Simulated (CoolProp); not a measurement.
Toluene at 293.15 K and 0.173 MPa is throttled through a valve to 0.0695 MPa with no heat exchange. Each further row changes one setting.

Values from CoolProp's reference Helmholtz-energy equation of state, Lemmon 2006. It is a short technical equation, of lower accuracy than the large ones.

```tsv
case	temperature change (K)
as stated	+0.0
outlet pressure 0.0209 MPa	+0.1
outlet pressure 0.0904 MPa	+0.0
```
